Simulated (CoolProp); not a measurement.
Isohexane along the isotherm 550 K: density (kg/m³) from the reference equation and from simpler models built on Tc = 497.7 K, pc = 30.43 bar, ω = 0.280; each cubic takes its own stable root.

The numbers come from the reference Helmholtz-energy equation of state, Lemmon 2006 in CoolProp. It is a short technical equation, of lower accuracy than the large ones.

```csv
p (bar),phase,reference,ideal gas,van der Waals,Redlich-Kwong,Soave-Redlich-Kwong,Peng-Robinson
0.481,gas,0.9099,0.9064,0.9098,0.9101,0.9099,0.9104
1.09,gas,2.072,2.054,2.071,2.073,2.072,2.075
2.49,gas,4.789,4.692,4.785,4.793,4.787,4.801
5.67,gas,11.21,10.68,11.19,11.23,11.20,11.27
12.9,gas,27.34,24.31,27.23,27.46,27.22,27.65
29.4,gas,77.03,55.40,77.72,78.04,75.30,78.19
66.8,supercritical,305.0,125.9,259.4,282.3,258.7,279.4
152,supercritical,426.4,286.4,329.3,401.7,390.7,430.7
```
